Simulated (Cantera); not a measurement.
Input: 1 mol Nb, 0.15 mol O2, 0.014 mol H2O, at 2402 °C and 44.0 mbar.

Method: chemical equilibrium by Gibbs-energy minimisation in Cantera with the NASA 1993 tables (ideal gas, pure condensed phases). Candidate condensed phases: H2O, Nb, NbO, NbO2, Nb2O5; 12 gas species. Mutual solubility and eutectic melting of coexisting phases are not modelled. NbO: taken at fixed stoichiometry. Condensed phases not in the tables: N, O or C dissolved in the metal. Equilibrium is a limit: real reactors are often held back by kinetics, nucleation or transport.

What is the equilibrium state?


```json
{
  "x(H2)": "0.751",
  "x(H)": "0.213",
  "x(NbO2)": "0.0192",
  "x(NbO)": "0.0110",
  "x(H2O)": "0.00529",
  "x(OH)": "0.000375",
  "x(O)": "6.83e-5",
  "x(Nb)": "7.71e-6",
  "n(Nb(s))": "0.686 mol",
  "n(NbO(l))": "0.313 mol",
  "gas_amount": "0.01623 mol",
  "log10 activity of NbO2(l) (absent)": "-0.84"
}
```
